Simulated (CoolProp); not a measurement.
Nitrous oxide at several states: density (kg/m³) from the reference equation and from simpler models built on Tc = 36.4 °C, pc = 7245 kPa, ω = 0.161; each cubic takes its own stable root.

Values from CoolProp's reference Helmholtz-energy equation of state, Lemmon 2006. It is a short technical equation, of lower accuracy than the large ones.

```
T (°C)  p (kPa)          phase  reference
------  -------  -------------  ---------
213.05    27100  supercritical      349.0
190.15     19.1            gas     0.2183
108.15    10800  supercritical      207.8
225.85     84.6            gas     0.8981
145.85     9130  supercritical      136.7
```

Question: How far does each simpler model (ideal gas, van der Waals, Soave-Redlich-Kwong, Peng-Robinson) lie from the reference over these 5 states: mean and median of the absolute difference, and the worst?

Answer: 
- ideal gas: mean 11.8 %, median 15.4 %, worst -27.9 % at 108.15 °C and 10800 kPa
- van der Waals: mean 3.5 %, median 4.2 %, worst +6.9 % at 108.15 °C and 10800 kPa
- Soave-Redlich-Kwong: mean 2.4 %, median 2.0 %, worst -6.8 % at 213.05 °C and 27100 kPa
- Peng-Robinson: mean 0.8 %, median 1.2 %, worst -1.7 % at 213.05 °C and 27100 kPa
